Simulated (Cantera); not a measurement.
Input: 1 mol SiHCl₃, 13 mol N₂, equilibrated at 14000 Pa.

Method: chemical equilibrium by Gibbs-energy minimisation in Cantera with the NASA 1993 tables (ideal gas, pure condensed phases). Candidate condensed phases: NH₄Cl, Si, Si₃N₄; 28 gas species. N₂ is the only nitrogen source here; it is nearly inert below about 1500 K, so the nitride shown seldom forms there in practice. The tables' values for SiCl₃ are old estimates; treat these amounts as uncertain. Rates play no part.

**Question.** At 1102 °C, list the 4 most abundant gas species with their mole fractions, and the condensed phases.

**Answer.** N₂ 0.895, HCl 0.0606, SiCl₄ 0.0338, H₂ 0.00483. Condensed: Si₃N₄(s).
